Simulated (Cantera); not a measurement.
A closed system holds: 1 mol CHF₃, 1.2 mol F₂, 7.6 mol H₂, at 0.270 bar.

Method: chemical equilibrium by Gibbs-energy minimisation in Cantera with the NASA 1993 tables (ideal gas, pure condensed phases). Candidate condensed phases: C, C₆H₆, C₇H₈, C₈H₁₈; 110 gas species. Ions and electrons are included (thermal ionisation). Kinetics and transport are ignored.

Problem. What share of the C ends up in condensed phases as a function of T (°C), at 2727, 3227, 3727, 4227, 4727?

Solution. 
| T (°C) | C condensed (%) | as |
|---|---|---|
| 2727 | 36.7 | C(graphite) |
| 3227 | 0.0 | - |
| 3727 | 0.0 | - |
| 4227 | 0.0 | - |
| 4727 | 0.0 | - |
